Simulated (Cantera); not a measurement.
A Cantera script and what it prints.

```python
import numpy as np
import cantera as ct

gas_names = """
    CL CL2 H HCL H2 N NH NH2 NH3 N2 N2H2 N2H4 Si SiCL SiCL2 SiCL3 SiCL4 SiH SiHCL3 SiH2 SiH2CL2 SiH3
    SiH3CL SiH4 SiN Si2 Si2N Si3
""".split()
cond_names = """
    NH4CL(a) NH4CL(b) Si(cr) Si(L) Si3N4(a)
""".split()


# ... load() reads the species with a 1 bar reference pressure and builds the phases ...
atoms = {
    'SiH2Cl2': {'Si': 1, 'H': 2, 'CL': 2},
    'N2': {'N': 2},
    'NH3': {'N': 1, 'H': 3},
}
top_T = {'Si3N4(a)': 2400}  # K; cautious upper limits of use, not melting points


# ... equilibrate(T, P, feed) seeds the gas with the atoms and calls Mixture.equilibrate('TP', solver="vcs", rtol=1e-11, max_steps=5000) ...
results = []
feed = {'SiH2Cl2': 1, 'N2': 3.6, 'NH3': 34}  # mol
T = 898.15  # K
P = 280  # Pa
mix = equilibrate(T, P, feed)
results.append((T, P, feed, dict(zip(mix.species_names, mix.species_moles))))
x = sorted(zip(gas.X, gas.species_names), reverse=True)
print(f"T = {T:g} K  P = {P:g} Pa  gas = {mix.phase_moles(0):.4g} mol")
print("   x: " + "  ".join(f"{s} {v:.3e}" for v, s in x if v > 0.0001))
print("   condensed (mol): " + ("  ".join(f"{mix.phase(i).name} {mix.phase_moles(i):.4g}"
      for i in range(1, mix.n_phases) if mix.phase_moles(i) > 1e-12) or "none"))
```

Output:

```
T = 898.15 K  P = 280 Pa  gas = 72.93 mol
   x: H2 6.993e-01  N2 2.733e-01  HCL 2.742e-02
   condensed (mol): Si3N4(a) 0.3333
```

Cantera equilibrium calculation (NASA polynomials, part measured and part estimated; ideal gas, pure solids and liquids).
